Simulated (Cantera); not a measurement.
# Thermodynamics of oxide etching and cleaning by halides, feed SiO2 + F2 + N2

Charge: 1 mol SiO2, 2.5 mol F2, a varied amount of N2, held at 1600 K and 13.3 mbar.

Cantera equilibrium calculation (NASA polynomials, part measured and part estimated; ideal gas, pure solids and liquids). Candidate condensed phases: Si, SiO2, Si2N2O, Si3N4; 28 gas species. Rates play no part.

From 1.4 mol N2 to 56 mol N2 nothing is condensed. The main Si-bearing gas is SiF4 throughout.

```
n(N2) (mol)   x N2  x SiF4     x F    x O2      x NO
-----------  -----  ------  ------  ------  --------
1.4          0.318   0.227   0.227   0.227   0.00128
2.6          0.464   0.179   0.179   0.178   0.00137
4.8          0.615   0.128   0.128   0.128   0.00133
8.8          0.745  0.0847  0.0847  0.0841   0.00119
16           0.842  0.0526  0.0526  0.0521  0.000996
30           0.909  0.0303  0.0303  0.0299  0.000784
56           0.949  0.0169  0.0169  0.0166  0.000598
```
x: gas mole fraction; nothing condenses.
